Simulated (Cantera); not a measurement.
**Ammonia decomposition in nitride growth gas**

A perfectly stirred reactor is fed with NH3 : H2 : N2 = 1 : 2.3 : 0.045 (molar parts), at 0.227 atm; it is held at 1700 K, and followed from long to short residence time.

Detailed kinetics in Cantera: the gas-phase N/H chemistry of the illustrative SiF4/NH3 mechanism in the Surface Chemkin manual (1991). Walls and surfaces, which speed up NH3 decomposition in real reactors, are not modelled.

```tsv
τ (s)	x NH3	x H2	x NH2	x NH	x H	x N2	x N2H2
6.5	0.164	0.772	6.87e-5	6.63e-7	0.000128	0.0640	1.20e-7
2.3	0.227	0.732	8.64e-5	7.52e-7	0.000110	0.0403	1.89e-7
0.80	0.268	0.707	9.67e-5	7.95e-7	0.000100	0.0248	2.37e-7
0.28	0.287	0.695	0.000101	8.06e-7	9.61e-5	0.0177	2.58e-7
0.097	0.295	0.690	0.000101	7.87e-7	9.31e-5	0.0149	2.57e-7
0.034	0.298	0.688	9.69e-5	7.20e-7	8.84e-5	0.0139	2.34e-7
0.012	0.299	0.688	8.45e-5	5.47e-7	7.68e-5	0.0136	1.71e-7
0.0041	0.299	0.688	5.47e-5	2.31e-7	4.97e-5	0.0135	6.44e-8
```
x: mole fraction; the columns are a selection and need not sum to one.
